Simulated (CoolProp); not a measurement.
Values from CoolProp's reference Helmholtz-energy equation of state, Lemmon 2006. It is a short technical equation, of lower accuracy than the large ones.

### Question
Give the vapour pressure (MPa), liquid density (kg/m³), enthalpy of vaporisation (kJ/kg), liquid cp (kJ/(kg K)) of saturated nitrous oxide at 267.8 K.

### Answer
```csv
T (K),p (MPa),liquid density (kg/m³),enthalpy of vaporisation (kJ/kg),liquid cp (kJ/(kg K))
267.8,2.71,933,246,2.17
```
